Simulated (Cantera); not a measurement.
An isothermal, constant-pressure homogeneous reactor starts with NH₃ : H₂ = 1 : 0.61 (molar parts), at 1550 K and 760 Torr. Integrator tolerance rtol = 1e-08.

Model: the gas-phase N/H chemistry of the illustrative SiF4/NH3 mechanism in the Surface Chemkin manual (1991), integrated in Cantera. Walls and surfaces, which speed up NH3 decomposition in real reactors, are not modelled.

What does this change do: temperature 1550 to 2150 K?


```tsv
quantity	before	after
x(NH₃) at 50.0 s	0.185 (gas-phase equilibrium 1.70e-5)	5.10e-6 (gas-phase equilibrium 5.10e-6)
x(H₂) at 50.0 s	0.681 (gas-phase equilibrium 0.808)	0.805 (gas-phase equilibrium 0.805)
x(H) at 50.0 s	2.27e-5 (gas-phase equilibrium 2.83e-5)	0.00378 (gas-phase equilibrium 0.00378)
x(N) at 50.0 s	8.41e-10 (gas-phase equilibrium <1e-12)	2.93e-9 (gas-phase equilibrium 2.93e-9)
x(NH₂) at 50.0 s	1.41e-5 (gas-phase equilibrium 1.37e-9)	7.31e-8 (gas-phase equilibrium 7.31e-8)
x(N₂H₄) at 50.0 s	1.11e-8 (gas-phase equilibrium <1e-12)	<1e-12 (gas-phase equilibrium <1e-12)
```
